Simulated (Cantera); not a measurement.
Input: 1 mol V, a varied amount of H2O, 11 mol N2, held at 2077 °C and 1330 Pa.

Equilibrium computed with Cantera from the NASA thermochemical tables; the gas is ideal and each condensed phase is pure. Candidate condensed phases: H2O, V, VN, VO, V2O3, V2O4, V2O5; 28 gas species. Each liquid is taken as pure. Mutual solubility and eutectic melting of coexisting phases are not modelled. VO: taken at fixed stoichiometry. Condensed phases not in the tables: V2N, N, O or C dissolved in the metal. The numbers say what is thermodynamically allowed, not how fast it happens.

Problem. At 0.74 mol H2O, list the 6 most abundant gas species with their mole fractions, and the condensed phases.

Solution. N2 0.903, H2 0.0488, H 0.0239, V 0.0140, VO 0.00948, VO2 0.000865. Condensed: V(l) + VO(l).
